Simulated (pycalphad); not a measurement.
All values are pycalphad results on the COST 507 light-alloy database (1999) (1 atm), not direct measurements. These are 1990s assessments: newer ones move some temperatures and phases. Phase fractions are per mole of atoms.

Question: Give the equilibrium state of Y-0.55Si (at.%) at 657 °C.

Answer: HCP_A3, fraction 0.985, with <0.01 Si at.%; SI3Y5, fraction 0.015, with 37.5 Si at.%.

Question: Give the equilibrium state of Y-0.55Si (at.%) at 1497 °C.

Answer: 
```
T = 1770.00 K, P = 101325 Pa, N = 1 mol of atoms
G = -128221 J/mol, H = 56653 J/mol, S = 104.45 J/(mol K)  (SER reference)
chemical potentials (J/mol): Y -127318, Si -291457
phase             fraction       x(Y)      x(Si)
LIQUID              0.5055     0.9891     0.0109
BCC_A2              0.4945     1.0000   1.49e-11
```

Database names, with the compositions (at.%) that they take in these runs: SI3Y5: Y 62 Si 37. BCC_A2 is bcc; HCP_A3 is hcp.
